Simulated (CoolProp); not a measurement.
Vapour-liquid equilibrium of R22 (1) + R11 (2) at 316.6 K; x and y are mole fractions of (1).

Computed with CoolProp (multi-fluid Helmholtz-energy mixture model, Kamei 1995 and Jacobsen 1992; pair parameters Bell 2016).

```csv
x,bubble pressure (kPa),y at the bubble point,dew pressure at overall composition x (kPa),liquid density (mol/L)
0.05,294.4,0.354,204.0,10.53
0.15,474.4,0.619,227.1,10.77
0.25,632.5,…,…,…
0.35,775.0,0.796,292.8,11.24
0.45,907.6,0.840,341.9,11.49
0.55,1035,0.875,410.0,11.74
0.65,1163,…,510.5,11.99
0.75,…,0.932,669.7,12.24
0.85,1433,0.959,941.1,…
0.95,1585,0.986,1387,…
```

Question: Fill in the missing entries.

Answer: 
- 0.25, y at the bubble point: 0.731
- 0.25, dew pressure at overall composition x (kPa): 255.8
- 0.25, liquid density (mol/L): 11.00
- 0.65, y at the bubble point: 0.905
- 0.75, bubble pressure (kPa): 1294
- 0.85, liquid density (mol/L): 12.49
- 0.95, liquid density (mol/L): 12.75

No azeotrope shows between x = 0.05 and 0.95.

The pair parameters rest on a limited set of measurements; away from them the model extrapolates. The gap from Raoult's law changes sign with composition, which may be real or a fault of the pair parameters; it wasn't checked against measurements.
